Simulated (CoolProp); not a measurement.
Sulfur hexafluoride along the isobar 4.17 bar: fugacity coefficient from the reference equation and from simpler models built on Tc = 45.6 °C, pc = 37.55 bar, ω = 0.210; each cubic takes its own stable root.

Values from CoolProp's reference Helmholtz-energy equation of state, Guder 2009.

```csv
T (°C),phase,reference
13.95,gas,0.9480
36.85,gas,0.9595
59.65,gas,0.9680
82.45,gas,0.9744
105.25,gas,0.9794
128.05,gas,0.9833
150.85,gas,0.9865
173.65,gas,0.9890
196.45,gas,0.9910
```

**Question.** How far does each simpler model (Redlich-Kwong, Soave-Redlich-Kwong, Peng-Robinson) lie from the reference over these 9 states: mean and median of the absolute difference, and the worst?

**Answer.** 
- Redlich-Kwong: mean 0.2 %, median 0.2 %, worst -0.2 % at 196.45 °C and 4.17 bar
- Soave-Redlich-Kwong: mean 0.0 %, median 0.0 %, worst -0.1 % at 36.85 °C and 4.17 bar
- Peng-Robinson: mean 0.4 %, median 0.4 %, worst -0.5 % at 13.95 °C and 4.17 bar
